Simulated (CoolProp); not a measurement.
Vapour-liquid equilibrium of n-hexane (1) + ethylbenzene (2) at 0.0605 MPa; x and y are mole fractions of (1).

Model: multi-fluid Helmholtz-energy mixture model, Thol 2019 and Zhou 2012; pair parameters Bell 2016, in CoolProp.

```csv
x,"bubble temperature, mixture model (K)","bubble temperature, Raoult's law (K)","y, mixture model","y, Raoult's law"
0.05,380.5,383.0,0.308,0.260
0.125,368.8,373.0,0.562,0.507
0.2,360.4,365.0,0.698,0.657
0.275,354.0,358.5,0.779,0.755
0.35,349.1,353.0,?,0.821
0.425,345.1,348.3,0.871,0.868
0.5,341.7,344.3,?,0.902
0.575,?,340.7,0.921,0.928
0.65,336.2,337.5,0.940,0.948
0.725,333.8,334.7,0.955,0.964
0.8,331.6,332.1,0.969,0.977
0.875,329.6,329.8,0.981,0.987
0.95,327.6,327.7,?,0.995
```

Q: Complete the blanks.

A: 
- 0.35, y, mixture model: 0.833
- 0.5, y, mixture model: 0.899
- 0.575, bubble temperature, mixture model (K): 338.8
- 0.95, y, mixture model: 0.993

The largest gap from Raoult's law is -4.6 K in bubble temperature, at x = 0.2. No azeotrope shows between x = 0.05 and 0.95.

Pair parameters are fitted to limited data, so mixtures are less certain than the pure fluids.
